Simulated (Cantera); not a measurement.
Iron carbonyl, mercury and lead vapours: Hg + H2

Input: 1 mol Hg, 1.4 mol H2.

Equilibrium computed with Cantera from the NASA thermochemical tables; the gas is ideal and each condensed phase is pure. Candidate condensed phases: Hg; 3 gas species. Rates play no part.

Stable condensed phases:

```
T in K \ P in Pa
              10      42     180     750    3200   13000   56000  240000 1000000
   1450        A       A       A       A       A       A       A       A       A
   1350        A       A       A       A       A       A       A       A       A
   1250        A       A       A       A       A       A       A       A       A
   1150        A       A       A       A       A       A       A       A       A
   1050        A       A       A       A       A       A       A       A       A
    950        A       A       A       A       A       A       A       A       A
    850        A       A       A       A       A       A       A       A       A
    750        A       A       A       A       A       A       A       A       A
    650        A       A       A       A       A       A       A       A       B
    550        A       A       A       A       A       A       B       B       B
```

A: gas only; B: Hg.
